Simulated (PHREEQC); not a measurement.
Consider water at 20 °C with 0.027 mol/kgw HCl, 0.74 mol/kgw Li2SO4 and 0.00038 mol/kgw Fe2(SO4)3. Closed to the air; pH follows from the charge balance.

The numbers come from PHREEQC with the ion-association model, phreeqc.dat.

Problem. The ionic strength comes out as 1.62 mol/kgw. What activity coefficients do FeSO4+, HSO4-, Cl-, SO4-2, FeHSO4+2 get?

Solution. FeSO4+ 0.62, HSO4- 0.92, Cl- 0.59, SO4-2 0.13, FeHSO4+2 0.71.

No solid was allowed to form. Examples of supersaturated solids here: Hematite (slow to form), Goethite (slow to form). Others may be too. Ionic strength above about 0.7 mol/kgw puts this run outside the model's range. Species that the database lacks are ignored.
